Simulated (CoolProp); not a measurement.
Vapour-liquid equilibrium of n-octane (1) + n-dodecane (2) at 39.95 °C; x and y are mole fractions of (1).

Model: multi-fluid Helmholtz-energy mixture model, Beckmüller 2019 and Lemmon 2004; pair parameters Bell 2016, in CoolProp.

```csv
x,bubble pressure (MPa),y at the bubble point,dew pressure at overall composition x (MPa),liquid density (mol/L)
0.05,0.0002449,0.776,6.072e-5,4.377
0.125,0.0005302,0.905,6.584e-5,4.476
0.2,0.0008215,0.944,7.189e-5,4.580
0.275,0.001119,0.963,7.918e-5,4.687
0.35,0.001422,0.974,8.810e-5,4.800
0.425,0.001730,0.981,9.930e-5,4.917
0.5,0.002042,0.986,0.0001138,5.039
0.575,0.002358,0.990,0.0001331,5.166
0.65,0.002675,0.993,0.0001605,5.300
0.725,0.002992,0.995,0.0002019,5.439
0.8,0.003309,0.997,0.0002723,5.585
0.875,0.003624,0.998,0.0004179,5.737
0.95,0.003936,0.999,0.0008998,5.897
```

No azeotrope shows between x = 0.05 and 0.95.

The pair parameters rest on a limited set of measurements; away from them the model extrapolates.
